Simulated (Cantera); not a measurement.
Mixture: 8.92 % CO, 4.10 % H2, 2.32 % CH4, 13.5 % O2, 71.2 % N2, at 5.00 bar, adiabatic and at constant volume. Ignition delay is the time to a rise of 400 K.

Computed with Cantera and GRI-Mech 3.0 (53 species, 325 reactions). Where the delays flatten at high temperature, the 400 K rule measures the pace of heat release, not the induction time.

**Question.** Predict: delay at 1198 K; delay at 1348 K; delay at 1498 K; delay at 1648 K; delay at 1798 K; apparent activation energy between 1723 and 1873 K.

**Answer.** 
- delay at 1198 K = 0.148 ms
- delay at 1348 K = 39.5 µs
- delay at 1498 K = 16.2 µs
- delay at 1648 K = 8.59 µs
- delay at 1798 K = 5.24 µs
- apparent activation energy between 1723 and 1873 K = 80 kJ/mol
